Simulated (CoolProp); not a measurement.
Vapour pressure (MPa) of hydrogen chloride: the reference equation beside estimates from Tc = 324.7 K, pc = 8.314 MPa, ω = 0.130. Clausius-Clapeyron is anchored at 242.2 K with a constant enthalpy of vaporisation of 13.58 kJ/mol.

The numbers come from the reference Helmholtz-energy equation of state, Thol 2018 in CoolProp.

```json
[
 {"T (K)": "221.4", "reference": "0.4915", "Clausius-Clapeyron": "0.5546", "van der Waals": "1.456", "Redlich-Kwong": "0.5805", "Soave-Redlich-Kwong": "0.4885"},
 {"T (K)": "231.8", "reference": "0.7295", "Clausius-Clapeyron": "0.7722", "van der Waals": "1.841", "Redlich-Kwong": "0.8566", "Soave-Redlich-Kwong": "0.7314"},
 {"T (K)": "242.2", "reference": "1.045", "Clausius-Clapeyron": "1.045", "van der Waals": "2.288", "Redlich-Kwong": "1.216", "Soave-Redlich-Kwong": "1.055"},
 {"T (K)": "252.6", "reference": "1.453", "Clausius-Clapeyron": "1.380", "van der Waals": "2.798", "Redlich-Kwong": "1.671", "Soave-Redlich-Kwong": "1.475"},
 {"T (K)": "263", "reference": "1.968", "Clausius-Clapeyron": "1.782", "van der Waals": "3.375", "Redlich-Kwong": "2.233", "Soave-Redlich-Kwong": "2.006"},
 {"T (K)": "273.4", "reference": "2.606", "Clausius-Clapeyron": "2.257", "van der Waals": "4.023", "Redlich-Kwong": "2.912", "Soave-Redlich-Kwong": "2.664"},
 {"T (K)": "283.8", "reference": "3.387", "Clausius-Clapeyron": "2.809", "van der Waals": "4.742", "Redlich-Kwong": "3.719", "Soave-Redlich-Kwong": "3.464"},
 {"T (K)": "294.3", "reference": "4.341", "Clausius-Clapeyron": "3.450", "van der Waals": "5.545", "Redlich-Kwong": "4.673", "Soave-Redlich-Kwong": "4.434"},
 {"T (K)": "304.7", "reference": "5.474", "Clausius-Clapeyron": "4.169", "van der Waals": "6.416", "Redlich-Kwong": "5.767", "Soave-Redlich-Kwong": "5.572"}
]
```

Absolute difference from the reference over all 9 rows, mean and median: Clausius-Clapeyron 12.0 and 12.8 %, van der Waals 85.7 and 71.5 %, Redlich-Kwong 12.8 and 13.5 %, Soave-Redlich-Kwong 1.5 and 1.8 %.
